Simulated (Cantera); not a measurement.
Cantera run, input and output.

```python
import numpy as np
import cantera as ct

gas = ct.Solution("gri30.yaml")
gas.TPX = 350, 100000, {'CH4': 1, 'O2': 1.43, 'N2': 5.37}
flame = ct.FreeFlame(gas, width=0.04)
flame.set_refine_criteria(ratio=3, slope=0.08, curve=0.16)
flame.transport_model = "unity-Lewis-number"
flame.solve(loglevel=0, auto=True)
z, T = flame.grid, flame.T
thick = (T[-1] - T[0]) / np.gradient(T, z).max()
show = ['CH4', 'O2', 'H2', 'N2O', 'HO2', 'CO2']
print(f"laminar burning velocity  {flame.velocity[0] * 100:.3f} cm/s")
print(f"burnt temperature         {T[-1]:.1f} K")
print(f"thermal thickness         {thick * 1e3:.4f} mm")
print(f"grid points               {len(z)}")
z0 = z[flame.heat_release_rate.argmax()]
print(f"{'z/mm':>9s}{'T/K':>9s}{'u/(m/s)':>9s}" + "".join(f"{s:>11s}" for s in show))
rows = []
for k in (-3, -2, -1.5, -1, -0.5, -0.25, 0, 0.25, 0.5, 1, 2, 4, 8):
    zz = z0 + k * thick
    rows.append([k * thick, np.interp(zz, z, T), np.interp(zz, z, flame.velocity),
                 *(np.interp(zz, z, flame.X[gas.species_index(s)]) for s in show)])
    print(f"{rows[-1][0] * 1e3:9.3f}{rows[-1][1]:9.1f}{rows[-1][2]:9.3f}" + "".join(f"{x:11.3e}" for x in rows[-1][3:]))
```

Output:

```
laminar burning velocity  14.473 cm/s
burnt temperature         2011.5 K
thermal thickness         1.0772 mm
grid points               132
     z/mm      T/K  u/(m/s)        CH4         O2         H2        N2O        HO2        CO2
   -3.231    351.2    0.145  1.281e-01  1.832e-01  3.539e-05  3.069e-11  2.156e-08  2.287e-05
   -2.154    358.0    0.148  1.276e-01  1.826e-01  2.457e-04  2.130e-10  1.555e-07  1.587e-04
   -1.616    386.9    0.160  1.255e-01  1.798e-01  1.137e-03  9.854e-10  7.871e-07  7.349e-04
   -1.077    555.8    0.232  1.128e-01  1.629e-01  6.504e-03  5.619e-09  5.531e-06  4.203e-03
   -0.539   1089.1    0.464  6.859e-02  1.042e-01  2.523e-02  2.151e-08  2.024e-05  1.629e-02
   -0.269   1487.4    0.646  3.364e-02  5.736e-02  4.032e-02  3.259e-08  3.214e-05  2.605e-02
    0.000   1839.3    0.813  6.047e-03  1.543e-02  5.301e-02  3.159e-08  1.054e-05  3.606e-02
    0.269   1962.4    0.872  5.212e-04  2.074e-03  5.709e-02  1.972e-08  8.464e-07  4.208e-02
    0.539   1985.6    0.883  8.405e-05  3.126e-04  5.948e-02  1.358e-08  1.207e-07  4.442e-02
    1.077   1996.1    0.887  1.137e-05  3.435e-05  6.127e-02  9.139e-09  2.020e-08  4.552e-02
    2.154   2002.4    0.890  1.729e-06  1.155e-05  6.185e-02  6.898e-09  7.435e-09  4.564e-02
    4.309   2007.0    0.891  2.461e-07  4.574e-06  6.201e-02  5.899e-09  2.583e-09  4.556e-02
    8.617   2010.0    0.892  2.963e-08  1.781e-06  6.210e-02  5.845e-09  8.523e-10  4.549e-02
```

Model: GRI-Mech 3.0 (53 species, 325 reactions), integrated in Cantera. Unity Lewis numbers drop preferential diffusion, which matters most where H2 and H carry the flame. Burning velocities carry a grid error of a few per cent, more on coarse grids.
